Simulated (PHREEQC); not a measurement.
Consider water at 13 °C with 0.87 mol Na2CO3, 0.016 mol H3BO3 and 0.00015 mol H4SiO4 per kg of water. Closed to the air; pH follows from the charge balance.

Computed with PHREEQC (Pitzer model, pitzer.dat).

Precipitation was switched off in this run.

### Question
Order these Si species by the share of Si that they hold, largest first: H2SiO4-2, H4SiO4, H3SiO4-.

### Answer
H3SiO4- (90 %), H2SiO4-2 (8.4 %), H4SiO4 (1.3 %)

The pH is 11.36 and the ionic strength 2.59 mol/kgw. In brines, pH and single-ion activities rest on the MacInnes convention. Away from 25 °C the constants follow the database's enthalpies or fits; those with neither stay at their 25 °C values.
